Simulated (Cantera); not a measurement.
A freely propagating, adiabatic, planar premixed flame of CH4 : H2 : O2 : N2 = 0.78 : 0.26 : 2.63 : 9.99 (molar parts), unburnt at 498 K and 1.38 atm; mixture-averaged transport, grid criteria slope 0.08 and curve 0.16, no radiation.

Computed with Cantera and GRI-Mech 3.0 (53 species, 325 reactions). Burning velocities carry a grid error of a few per cent, more on coarse grids.

x: mole fraction of selected species; z is measured from the peak of heat release.

| z (mm) | T (K) | u (m/s) | x CH4 | x H2 | x O2 | x H2O2 | x NO | x CO |
|---|---|---|---|---|---|---|---|---|
| -1.17 | 499 | 0.471 | 0.0571 | 0.0183 | 0.193 | 6.07e-8 | <1e-8 | 6.03e-6 |
| -0.779 | 503 | 0.474 | 0.0569 | 0.0172 | 0.193 | 6.25e-7 | <1e-8 | 6.25e-5 |
| -0.584 | 516 | 0.486 | 0.0563 | 0.0160 | 0.192 | 2.55e-6 | <1e-8 | 0.000262 |
| -0.389 | 583 | 0.549 | 0.0529 | 0.0139 | 0.188 | 1.26e-5 | ___ | 0.00147 |
| -0.195 | 894 | 0.846 | 0.0371 | 0.0108 | 0.163 | 3.86e-5 | ___ | 0.00838 |
| -0.0973 | 1208 | 1.15 | 0.0207 | 0.00903 | 0.133 | 2.86e-5 | ___ | 0.0164 |
| 0 | 1521 | 1.45 | 0.00488 | 0.00653 | 0.0998 | 2.36e-6 | ___ | 0.0229 |
| 0.0973 | 1663 | 1.58 | 0.000317 | 0.00361 | 0.0816 | 8.06e-7 | ___ | 0.0183 |
| 0.195 | 1723 | 1.63 | 1.24e-5 | 0.00241 | 0.0759 | 6.49e-7 | ___ | 0.0118 |
| 0.389 | 1790 | 1.69 | 1.93e-8 | 0.00166 | 0.0723 | 4.43e-7 | ___ | 0.00558 |
| 0.779 | 1847 | 1.73 | <1e-8 | 0.000887 | 0.0705 | 2.61e-7 | ___ | 0.00220 |
| 1.56 | 1878 | 1.76 | <1e-8 | 0.000329 | 0.0701 | 1.36e-7 | ___ | 0.000773 |
| 3.11 | 1891 | 1.77 | <1e-8 | 0.000110 | 0.0700 | 7.31e-8 | ___ | 0.000244 |

### Question
Complete the blanks.

### Answer

- -0.389, x NO: 2.86e-8
- -0.195, x NO: 3.57e-7
- -0.0973, x NO: 8.61e-7
- 0, x NO: 1.62e-6
- 0.0973, x NO: 2.56e-6
- 0.195, x NO: 3.35e-6
- 0.389, x NO: 4.43e-6
- 0.779, x NO: 5.57e-6
- 1.56, x NO: 6.50e-6
- 3.11, x NO: 7.10e-6
